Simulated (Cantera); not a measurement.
N2O furnace oxynitridation

An isothermal, constant-pressure homogeneous reactor starts with N2O : N2 = 1 : 28 (molar parts), at 1000 K and 0.290 bar.

Model: GRI-Mech 3.0 (53 species, 325 reactions), integrated in Cantera. GRI-Mech 3.0 was tuned for natural gas; its chemistry of N2O as a main component is partial and can be far from experiment. The mechanism lacks 2 NO + O2 → 2 NO2 and HONO, so NO2 and the effect of NO are under-described below about 1400 K.

| t (s) | x N2O | x NO2 | x O2 | x NO | x N2 | x O |
|---|---|---|---|---|---|---|
| 4.00e-5 | 0.0345 | <1e-12 | 1.83e-11 | 1.52e-12 | 0.966 | 1.24e-9 |
| 0.000115 | 0.0345 | <1e-12 | 1.48e-10 | 1.23e-11 | 0.966 | 3.44e-9 |
| 0.000328 | 0.0345 | <1e-12 | 1.14e-9 | 9.49e-11 | 0.966 | 9.12e-9 |
| 0.000940 | 0.0345 | <1e-12 | 8.10e-9 | 6.75e-10 | 0.966 | 2.11e-8 |
| 0.00269 | 0.0345 | <1e-12 | 4.67e-8 | 3.89e-9 | 0.966 | 3.59e-8 |
| 0.00771 | 0.0345 | <1e-12 | 1.93e-7 | 1.61e-8 | 0.966 | 4.11e-8 |
| 0.0221 | 0.0345 | 1.69e-12 | 6.26e-7 | 5.21e-8 | 0.966 | 4.13e-8 |
| 0.0632 | 0.0345 | 1.49e-11 | 1.87e-6 | 1.55e-7 | 0.966 | 4.13e-8 |
| 0.181 | 0.0345 | 1.23e-10 | 5.42e-6 | 4.51e-7 | 0.966 | 4.13e-8 |
| 0.519 | 0.0344 | 9.47e-10 | 1.56e-5 | 1.30e-6 | 0.966 | 4.13e-8 |
| 1.49 | 0.0344 | 6.47e-9 | 4.47e-5 | 3.71e-6 | 0.966 | 4.12e-8 |
| 4.26 | 0.0342 | 3.43e-8 | 0.000128 | 1.06e-5 | 0.966 | 4.12e-8 |
| 12.2 | 0.0337 | 1.29e-7 | 0.000363 | 3.00e-5 | 0.966 | 4.10e-8 |
| 34.9 | 0.0323 | 3.96e-7 | 0.00101 | 8.37e-5 | 0.967 | 4.06e-8 |
| 100 | 0.0287 | 1.08e-6 | 0.00272 | 0.000222 | 0.968 | 3.92e-8 |
x: mole fraction; the columns are a selection and need not sum to one.

Equilibrium at this temperature and pressure: N2O 4.93e-10, NO2 8.19e-8, O2 0.0169, NO 9.98e-6, N2 0.983, O 3.83e-11 (gas phase only).
